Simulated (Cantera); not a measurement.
Input (Python, Cantera) and output of one run.

```python
import numpy as np
import cantera as ct

gas_names = """
    CL CL2 H HCL H2 Si SiCL SiCL2 SiCL3 SiCL4 SiH SiHCL3 SiH2 SiH2CL2 SiH3 SiH3CL SiH4 Si2 Si3
""".split()
cond_names = """
    Si(cr) Si(L)
""".split()


# ... load() reads the species with a 1 bar reference pressure and builds the phases ...
atoms = {
    'Si': {'Si': 1},
    'Cl2': {'CL': 2},
    'H2': {'H': 2},
}
top_T = {}  # K; cautious upper limits of use, not melting points


# ... equilibrate(T, P, feed) seeds the gas with the atoms and calls Mixture.equilibrate('TP', solver="vcs", rtol=1e-11, max_steps=5000) ...
results = []
feed = {'Si': 1, 'Cl2': 4.3, 'H2': 70}  # mol
P = 350  # Pa
for T in [673, 723, 773, 823, 873, 923, 973, 1023, 1073, 1123, 1173, 1223, 1273]:
    mix = equilibrate(T, P, feed)
    results.append((T, P, feed, dict(zip(mix.species_names, mix.species_moles))))
    x = sorted(zip(gas.X, gas.species_names), reverse=True)
    print(f"T = {T:g} K  P = {P:g} Pa  gas = {mix.phase_moles(0):.4g} mol")
    print("   x: " + "  ".join(f"{s} {v:.3e}" for v, s in x if v > 0.001))
    print("   condensed (mol): " + ("  ".join(f"{mix.phase(i).name} {mix.phase_moles(i):.4g}"
          for i in range(1, mix.n_phases) if mix.phase_moles(i) > 1e-12) or "none"))
```

Output:

```
T = 673 K  P = 350 Pa  gas = 73.3 mol
   x: H2 9.236e-01  HCL 6.278e-02  SiCL4 1.362e-02
   condensed (mol): none
T = 723 K  P = 350 Pa  gas = 73.3 mol
   x: H2 9.235e-01  HCL 6.282e-02  SiCL4 1.358e-02
   condensed (mol): none
T = 773 K  P = 350 Pa  gas = 73.3 mol
   x: H2 9.235e-01  HCL 6.288e-02  SiCL4 1.352e-02
   condensed (mol): none
T = 823 K  P = 350 Pa  gas = 73.3 mol
   x: H2 9.234e-01  HCL 6.300e-02  SiCL4 1.340e-02
   condensed (mol): none
T = 873 K  P = 350 Pa  gas = 73.3 mol
   x: H2 9.232e-01  HCL 6.319e-02  SiCL4 1.321e-02
   condensed (mol): none
T = 923 K  P = 350 Pa  gas = 73.3 mol
   x: H2 9.228e-01  HCL 6.353e-02  SiCL4 1.289e-02
   condensed (mol): none
T = 973 K  P = 350 Pa  gas = 73.32 mol
   x: H2 9.222e-01  HCL 6.418e-02  SiCL4 1.232e-02
   condensed (mol): none
T = 1023 K  P = 350 Pa  gas = 73.36 mol
   x: H2 9.206e-01  HCL 6.572e-02  SiCL4 1.119e-02  SiHCL3 1.326e-03
   condensed (mol): none
T = 1073 K  P = 350 Pa  gas = 73.49 mol
   x: H2 9.171e-01  HCL 6.928e-02  SiCL4 8.997e-03  SiCL2 2.050e-03  SiHCL3 1.459e-03  SiCL3 1.074e-03
   condensed (mol): none
T = 1123 K  P = 350 Pa  gas = 73.72 mol
   x: H2 9.113e-01  HCL 7.511e-02  SiCL4 5.838e-03  SiCL2 4.955e-03  SiCL3 1.526e-03  SiHCL3 1.215e-03
   condensed (mol): none
T = 1173 K  P = 350 Pa  gas = 73.97 mol
   x: H2 9.054e-01  HCL 8.103e-02  SiCL2 8.230e-03  SiCL4 2.935e-03  SiCL3 1.565e-03
   condensed (mol): none
T = 1223 K  P = 350 Pa  gas = 74.13 mol
   x: H2 9.016e-01  HCL 8.495e-02  SiCL2 1.060e-02  SiCL3 1.267e-03  SiCL4 1.208e-03
   condensed (mol): none
T = 1273 K  P = 350 Pa  gas = 74.22 mol
   x: H2 8.996e-01  HCL 8.692e-02  SiCL2 1.191e-02
   condensed (mol): none
```

Equilibrium computed with Cantera from the NASA thermochemical tables; the gas is ideal and each condensed phase is pure. The tables' values for SiCl3 are old estimates; treat these amounts as uncertain.
